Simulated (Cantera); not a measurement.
## Gas-phase reforming

A perfectly stirred reactor is fed with 18.2 % CH₄, 81.8 % CO₂, at 3750 Torr; it is held at 1650 K, and followed from long to short residence time.

Model: GRI-Mech 3.0 (53 species, 325 reactions), integrated in Cantera.

```
τ (s)     x CH₄  x CO₂    x H₂O₂     x H₂O     x CH₃
-------  ------  -----  --------  --------  --------
0.93     0.0122  0.345  2.37e-12     0.178   3.71e-5
0.30     0.0199  0.402  2.75e-12     0.175   6.51e-5
0.095    0.0331  0.485  2.78e-12     0.161  0.000112
0.031    0.0592  0.587  1.74e-12     0.124  0.000182
0.0098    0.103  0.699    <1e-12    0.0624  0.000265
0.0031    0.143  0.775    <1e-12    0.0183  0.000342
0.0010    0.166  0.807    <1e-12   0.00346  0.000392
0.00032   0.177  0.816    <1e-12  0.000457  0.000363
0.00010   0.180  0.818    <1e-12   6.37e-5  0.000262
```
x: mole fraction; the columns are a selection and need not sum to one.
